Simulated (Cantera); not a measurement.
A Cantera script and its output.

```python
import numpy as np
import cantera as ct

gas = ct.Solution("gri30.yaml")
gas.TPX = 850, 100000, {'H2': 1.8, 'O2': 1, 'N2': 1.3}
inlet = ct.Reservoir(gas, clone=True)

reactor = ct.IdealGasConstPressureReactor(gas, energy="off", clone=False)
exhaust = ct.Reservoir(gas, clone=True)
tau = [12, 2.2, 0.4, 0.075, 0.014, 0.0025, 0.00047][0]
for a, b in ((inlet, reactor), (reactor, exhaust)):
    ct.MassFlowController(a, b, mdot=lambda t: reactor.mass / tau)
net = ct.ReactorNet([reactor])
show = ['H2', 'O2', 'H2O2', 'H', 'H2O', 'NO']

rows = []
print(f"{'tau/s':>10s}{'T/K':>9s}" + "".join(f"{s:>11s}" for s in show))
for tau in [12, 2.2, 0.4, 0.075, 0.014, 0.0025, 0.00047]:
    net.initial_time = 0.0
    net.advance(30 * tau)
    before = gas.X
    net.advance(40 * tau)
    drift = np.max(np.abs(gas.X - before) / (gas.X + 1e-9))
    rows.append([gas.T, *gas[show].X, drift])
    print(f"{tau:10.3e}{gas.T:9.1f}" + "".join(f"{x:11.3e}" for x in gas[show].X))
```

Result:

```
     tau/s      T/K         H2         O2       H2O2          H        H2O         NO
 1.200e+01    850.0  2.924e-01  1.721e-01  1.525e-03  2.261e-08  1.868e-01  7.046e-15
 2.200e+00    850.0  4.151e-01  2.316e-01  1.454e-03  2.939e-08  2.966e-02  1.669e-15
 4.000e-01    850.0  4.383e-01  2.434e-01  2.290e-04  6.557e-09  7.833e-04  9.520e-18
 7.500e-02    850.0  4.390e-01  2.439e-01  4.030e-06  2.898e-10  3.504e-06  2.326e-20
 1.400e-02    850.0  4.390e-01  2.439e-01  1.412e-08  6.928e-12  9.085e-09  1.143e-23
 2.500e-03    850.0  4.390e-01  2.439e-01  3.675e-10  3.059e-12  6.350e-10  4.150e-25
 4.700e-04    850.0  4.390e-01  2.439e-01  1.262e-11  2.548e-12  9.847e-11  5.414e-26
```

Computed with Cantera and GRI-Mech 3.0 (53 species, 325 reactions). Below about 950 K walls govern HO2 and H2O2 in real vessels. The temperature is held fixed by assumption; the heat of reaction is taken as removed at once.
